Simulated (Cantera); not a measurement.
Input: 1 mol Si3N4, a varied amount of N2O, 180 mol N2, held at 2273 K and 46.5 Torr.

Equilibrium computed with Cantera from the NASA thermochemical tables; the gas is ideal and each condensed phase is pure. Candidate condensed phases: Si, SiO2, Si2N2O, Si3N4; 16 gas species. The tables' values for SiN, SiO2 are old estimates; treat these amounts as uncertain. The tables hold silica as quartz up to 1696 K and as liquid above; real silica turns to tridymite and cristobalite and melts near 1996 K. Kinetics and transport are ignored.

log p: log10 of the partial pressure in bar; n: condensed amount in mol.

```tsv
n(N2O) (mol)	log p N2	log p SiO	log p Si	log p NO	log p O2	log p O	log p Si2N	n SiO2(l)
0.57	-1.21	-3.72	-3.15	-11.93	<-13	[?]	-4.59	0
0.74	-1.21	-3.61	-3.18	-11.79	<-13	[?]	-4.65	0
0.94	-1.21	-3.50	-3.22	-11.65	<-13	[?]	-4.72	0
1.2	-1.21	-3.40	-3.27	-11.49	<-13	[?]	-4.83	0
1.6	-1.21	-3.27	-3.38	-11.26	<-13	[?]	-5.04	0
2	-1.21	-3.18	-3.51	-11.03	<-13	[?]	-5.32	0
2.5	-1.21	-3.08	-3.81	-10.64	<-13	[?]	-5.90	0
3.3	-1.22	-3.01	-9.94	-4.44	-4.78	[?]	<-13	0
4.2	-1.21	-3.11	-10.26	-4.21	-4.33	[?]	<-13	0.593
```

Q: Some entries are withheld; supply them.

A: 
- 0.57, log p O: -12.26
- 0.74, log p O: -12.11
- 0.94, log p O: -11.97
- 1.2, log p O: -11.81
- 1.6, log p O: -11.59
- 2, log p O: -11.35
- 2.5, log p O: -10.96
- 3.3, log p O: -4.76
- 4.2, log p O: -4.54
